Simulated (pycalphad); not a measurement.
Source of the numbers: pycalphad with the COST 507 light-alloy database (1999); pressure 1 atm. The database dates from 1999; later assessments differ in places, in temperatures and in the compounds included. Amounts are mole fractions of atoms.

Task: Give the equilibrium state of Si-6.33Cu (at.%) at 977 °C.

Result: diamond (Si), fraction 0.892, with no Cu at.%; liquid, fraction 0.108, with 58.8 Cu at.%.

Task: Give the equilibrium state of Si-6.33Cu (at.%) at 377 °C.

Result: diamond (Si), fraction 0.917, with no Cu at.%; CU19SI6_ETA, fraction 0.083, with 76.0 Cu at.%.

Database names, with the compositions (at.%) that they take in these runs: CU19SI6_ETA: Cu 76 Si 24. An entry "none" or "no" means that the model of the phase leaves that element out.
